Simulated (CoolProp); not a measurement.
Properties of carbonyl sulfide along the isotherm 137.55 °C.

Model: reference Helmholtz-energy equation of state, Lemmon 2006, in CoolProp. It is a short technical equation, of lower accuracy than the large ones.

```csv
p (MPa),phase,Z,speed of sound (m/s),isothermal compressibility (1/MPa),fugacity coefficient
1.99,gas,0.9139,248.7,0.5529,0.9198
3.98,gas,0.8153,232.7,0.3170,0.8414
5.97,gas,0.6978,215.5,0.2614,0.7642
7.96,supercritical,0.5499,200.3,0.2777,0.6871
9.95,supercritical,0.3981,210.8,0.2210,0.6106
11.9,supercritical,0.3649,268.2,0.07879,0.5459
13.9,supercritical,0.3815,322.0,0.04001,0.4951
15.9,supercritical,0.4092,364.6,0.02617,0.4564
17.9,supercritical,0.4404,400.1,0.01935,0.4263
19.9,supercritical,0.4731,430.7,0.01532,0.4025
21.9,supercritical,0.5064,458.0,0.01268,0.3833
23.9,supercritical,0.5398,482.7,0.01081,0.3676
25.9,supercritical,0.5733,505.5,0.009417,0.3547
27.9,supercritical,0.6068,526.6,0.008343,0.3441
29.9,supercritical,0.6401,546.4,0.007488,0.3352
31.8,supercritical,0.6715,564.2,0.006824,0.3282
```
